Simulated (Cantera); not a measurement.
A diamond (100) surface in a fixed gas of H2 with x(CH4) = 0.008, x(H) = 0.00042, at 1225 K, 97.5 Torr; coverages are run to steady state.

Detailed kinetics in Cantera: the Harris–Goodwin 1993 mechanism for the reconstructed diamond (100) surface.

θ: site fractions in the mechanism's names (c6HH fully hydrogenated, c6H* and c6*H radical sites, c6** diradical, c6HM methylated).

```json
[
 {"x(CH3)": "1e-06", "growth (µm/h)": "___", "θ c6HH": "0.490", "θ c6H*": "0.0373", "θ c6*H": "0.456", "θ c6**": "0.0167", "θ c6HM": "2.09e-5"},
 {"x(CH3)": "2.5e-06", "growth (µm/h)": "___", "θ c6HH": "0.490", "θ c6H*": "0.0373", "θ c6*H": "0.456", "θ c6**": "0.0167", "θ c6HM": "5.23e-5"},
 {"x(CH3)": "6.2e-06", "growth (µm/h)": "___", "θ c6HH": "0.490", "θ c6H*": "0.0373", "θ c6*H": "0.456", "θ c6**": "0.0167", "θ c6HM": "0.000130"},
 {"x(CH3)": "1.5e-05", "growth (µm/h)": "___", "θ c6HH": "0.490", "θ c6H*": "0.0373", "θ c6*H": "0.455", "θ c6**": "0.0167", "θ c6HM": "0.000313"},
 {"x(CH3)": "3.9e-05", "growth (µm/h)": "___", "θ c6HH": "0.489", "θ c6H*": "0.0373", "θ c6*H": "0.455", "θ c6**": "0.0165", "θ c6HM": "0.000812"},
 {"x(CH3)": "9.6e-05", "growth (µm/h)": "___", "θ c6HH": "0.488", "θ c6H*": "0.0372", "θ c6*H": "0.454", "θ c6**": "0.0162", "θ c6HM": "0.00198"},
 {"x(CH3)": "0.00024", "growth (µm/h)": "___", "θ c6HH": "0.486", "θ c6H*": "0.0369", "θ c6*H": "0.450", "θ c6**": "0.0154", "θ c6HM": "0.00487"},
 {"x(CH3)": "0.0006", "growth (µm/h)": "___", "θ c6HH": "0.479", "θ c6H*": "0.0363", "θ c6*H": "0.443", "θ c6**": "0.0138", "θ c6HM": "0.0117"},
 {"x(CH3)": "0.0015", "growth (µm/h)": "___", "θ c6HH": "0.465", "θ c6H*": "0.0351", "θ c6*H": "0.428", "θ c6**": "0.0109", "θ c6HM": "0.0271"}
]
```

Problem. Some entries are withheld; supply them.

Solution. 
- 1e-06, growth (µm/h): 0.0108
- 2.5e-06, growth (µm/h): 0.0269
- 6.2e-06, growth (µm/h): 0.0667
- 1.5e-05, growth (µm/h): 0.161
- 3.9e-05, growth (µm/h): 0.416
- 9.6e-05, growth (µm/h): 1.01
- 0.00024, growth (µm/h): 2.44
- 0.0006, growth (µm/h): 5.66
- 0.0015, growth (µm/h): 12.1
